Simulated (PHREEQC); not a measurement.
Dissolve 0.00056 mol/kgw Pb(NO3)2 at 20 °C. Closed to the air; pH follows from the charge balance.

Model: ion-association model, phreeqc.dat, run in PHREEQC.

No solid was allowed to form.

Q: Estimate the pH, specific conductance.

A: pH 5.52; specific conductance 134 µS/cm.

Q: In which forms is Pb present?

A: Pb+2 98 %, PbNO3+ 1.3 %, PbOH+ 0.6 % of the Pb.

Complexes and solids missing from the database can't appear.
